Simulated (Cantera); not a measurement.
## Adiabatic ignition

An adiabatic, constant-volume homogeneous reactor starts with CH4 : O2 : N2 = 1 : 1.54 : 5.78 (molar parts), equivalence ratio 1.3, at 1575 K and 500000 Pa.

Detailed kinetics in Cantera: GRI-Mech 3.0 (53 species, 325 reactions). Above 3000 K some thermodynamic fits are extrapolated.

```tsv
t (s)	T (K)	P (bar)	x CH4	x O2	x NO	x CH3	x HCN	x CH2CO	x H2
2.00e-6	1575	5.00	0.120	0.185	<1e-12	5.57e-6	<1e-12	<1e-12	8.81e-7
8.60e-6	1575	5.00	0.120	0.185	<1e-12	3.24e-5	<1e-12	2.81e-12	5.31e-6
3.69e-5	1576	5.00	0.120	0.185	<1e-12	0.000196	<1e-12	1.48e-8	7.85e-5
0.000159	1717	5.49	0.0946	0.166	4.13e-10	0.00163	1.87e-10	0.000178	0.00891
0.000682	3106	10.7	2.35e-12	0.00445	0.00710	1.11e-11	8.47e-8	<1e-12	0.0465
0.00293	3106	10.7	2.35e-12	0.00445	0.00710	1.11e-11	8.47e-8	<1e-12	0.0465
0.0126	3106	10.7	2.35e-12	0.00445	0.00710	1.11e-11	8.47e-8	<1e-12	0.0465
0.0541	3106	10.7	2.35e-12	0.00445	0.00710	1.11e-11	8.47e-8	<1e-12	0.0465
0.233	3106	10.7	2.35e-12	0.00445	0.00710	1.11e-11	8.47e-8	<1e-12	0.0465
1.00	3106	10.7	2.35e-12	0.00445	0.00710	1.11e-11	8.47e-8	<1e-12	0.0465
```
x: mole fraction; the columns are a selection and need not sum to one.

```json
{
  "time_of_steepest_temperature_rise": "0.170 ms",
  "temperature at 1.00 s": "3106 K",
  "equilibrium_temperature": "3106 K",
  "x(CH4) at 1.00 s": "2.35e-12 (gas-phase equilibrium 2.82e-12)",
  "x(O2) at 1.00 s": "0.00445 (gas-phase equilibrium 0.00445)",
  "x(NO) at 1.00 s": "0.00710 (gas-phase equilibrium 0.00710)"
}
```
